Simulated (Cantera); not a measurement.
A perfectly stirred reactor is fed with H2 : O2 : N2 = 1 : 1.16 : 4.37 (molar parts), equivalence ratio 0.43, at 900 Torr; it is adiabatic with a 750 K inlet, and is followed from long to short residence time, starting on the burning branch (τ in s: 0.068, 0.032, 0.015, 0.0071, 0.0033, 0.0016, 0.00074, 0.00035, 0.00017, 7.8e-05).

Cantera simulation using GRI-Mech 3.0 (53 species, 325 reactions); the numbers are that mechanism's predictions, not measurements.

x: mole fraction; the columns are a selection and need not sum to one.

```tsv
τ (s)	T (K)	x H2	x O2	x H2O	x N2O	x O	x NO
0.068	1873	0.000166	0.109	0.165	4.74e-7	0.000207	3.78e-5
0.032	1870	0.000262	0.109	0.164	6.10e-7	0.000322	3.02e-5
0.015	1865	0.000424	0.109	0.164	7.27e-7	0.000520	2.51e-5
0.0071	1857	[?]	0.108	0.163	7.73e-7	[?]	[?]
0.0033	1844	[?]	0.108	0.162	7.35e-7	[?]	[?]
0.0016	1827	0.00178	0.108	0.160	6.48e-7	0.00219	1.48e-5
0.00074	1799	0.00286	0.107	0.158	5.38e-7	0.00348	1.36e-5
0.00035	1758	0.00441	0.107	0.154	4.35e-7	0.00524	1.38e-5
0.00017	1702	0.00658	0.107	0.150	3.48e-7	0.00739	1.43e-5
7.8e-5	1621	0.0101	0.108	0.143	2.65e-7	0.00985	1.36e-5
```

Complete the blanks.


- 0.0071, x H2: 0.000688
- 0.0071, x O: 0.000845
- 0.0071, x NO: 2.10e-5
- 0.0033, x H2: 0.00113
- 0.0033, x O: 0.00139
- 0.0033, x NO: 1.73e-5
